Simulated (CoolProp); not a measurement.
R143a at several states: density (kg/m³) from the reference equation and from simpler models built on Tc = 72.7 °C, pc = 3.762 MPa, ω = 0.261; each cubic takes its own stable root.

Values from CoolProp's reference Helmholtz-energy equation of state, Lemmon and Jacobsen 2000.

```tsv
T (°C)	p (MPa)	phase	reference
-50.65	12.7	liquid	1205
65.85	1.81	gas	69.26
180.85	1.82	gas	43.45
-41.05	0.185	liquid	1149
183.85	19.1	supercritical	579.5
47.55	0.976	gas	35.65
```

Problem. How far does each simpler model (van der Waals, Redlich-Kwong, Soave-Redlich-Kwong, Peng-Robinson) lie from the reference over these 6 states: mean and median of the absolute difference, and the worst?

Solution. 
- van der Waals: mean 27.6 %, median 9.9 %, worst -99.3 % at -41.05 °C and 0.185 MPa
- Redlich-Kwong: mean 21.2 %, median 4.3 %, worst -99.3 % at -41.05 °C and 0.185 MPa
- Soave-Redlich-Kwong: mean 8.1 %, median 8.3 %, worst -15.3 % at -41.05 °C and 0.185 MPa
- Peng-Robinson: mean 2.7 %, median 2.2 %, worst -7.7 % at 183.85 °C and 19.1 MPa

At some of these states van der Waals, Redlich-Kwong gives the other phase, because its saturation line lies elsewhere.
